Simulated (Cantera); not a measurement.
Charge: 1 mol BN, 0.69 mol NF3, at 320 Pa.

Equilibrium computed with Cantera from the NASA thermochemical tables; the gas is ideal and each condensed phase is pure. Candidate condensed phases: B, BN; 13 gas species. The tables' values for BF2 are old estimates; treat these amounts as uncertain. The numbers say what is thermodynamically allowed, not how fast it happens. All values below are at 1450 K.

Base state: N2 0.500, BF3 0.497, BF2 0.00325, BF 7.10e-5 (mole fractions); condensed: BN(s).

**Question.** What changes in the equilibrium state with this change: NF3 from 0.69 to 2.8 mol?

**Answer.** 
```tsv
species	before	after
F	<1e-9	0.650
N2	0.500	0.229
BF3	0.497	0.121
BF2	0.00325	<1e-9
F2	<1e-9	0.000289
BF	7.10e-5	<1e-9
BN(s), mol	0.308	0
```
